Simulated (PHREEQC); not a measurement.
Consider water at 25 °C with 0.0095 mol TMAH and 0.0029 mol Na2SiO3 per kg of water. Closed to the air; pH follows from the charge balance.

The numbers come from PHREEQC with the ion-association model, wateq4f.dat.

| quantity | before | after |
|---|---|---|
| pH | 12.03 | 11.86 |
| ionic strength (mol/kgw) | 0.0156 | 0.0204 |

Q: Which change was made?
(A) diluted 5-fold with water
(B) temperature from 25 to 10 °C
(C) TMAH left out
(D) diluted 2-fold with water
(E) Na2SiO3 replaced by Na2HPO4 at the same molality

A: E, Na2SiO3 replaced by Na2HPO4 at the same molality

Precipitation was switched off in this run. (CH3)4N+ isn't in the database: it is added as a free cation with an ion size of 4 Å.
